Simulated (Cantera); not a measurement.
An adiabatic, constant-volume homogeneous reactor starts with CH4 : O2 : N2 : CO2 = 1 : 2.06 : 7.75 : 1.6 (molar parts), equivalence ratio 0.97, at 1800 K and 2930 Torr. Integrator tolerance rtol = 1e-08.

Cantera simulation using GRI-Mech 3.0 (53 species, 325 reactions); the numbers are that mechanism's predictions, not measurements.

Question: What does this change do: pressure from 2930 Torr to 5930 Torr?

Answer: 
| quantity | before | after |
|---|---|---|
| time of steepest temperature rise | 38.6 µs | 21.9 µs |
| temperature at 0.600 s | 2872 K | 2928 K |
| equilibrium temperature | 2872 K | 2928 K |
| x(CH4) at 0.600 s | <1e-12 (gas-phase equilibrium <1e-12) | <1e-12 (gas-phase equilibrium <1e-12) |
| x(O2) at 0.600 s | 0.0288 (gas-phase equilibrium 0.0288) | 0.0266 (gas-phase equilibrium 0.0266) |
| x(CO2) at 0.600 s | 0.136 (gas-phase equilibrium 0.136) | 0.141 (gas-phase equilibrium 0.141) |
| x(C2H2) at 0.600 s | <1e-12 (gas-phase equilibrium <1e-12) | <1e-12 (gas-phase equilibrium <1e-12) |
| x(H2O) at 0.600 s | 0.134 (gas-phase equilibrium 0.134) | 0.136 (gas-phase equilibrium 0.136) |
| x(NO2) at 0.600 s | 7.82e-6 (gas-phase equilibrium 7.82e-6) | 1.07e-5 (gas-phase equilibrium 1.07e-5) |
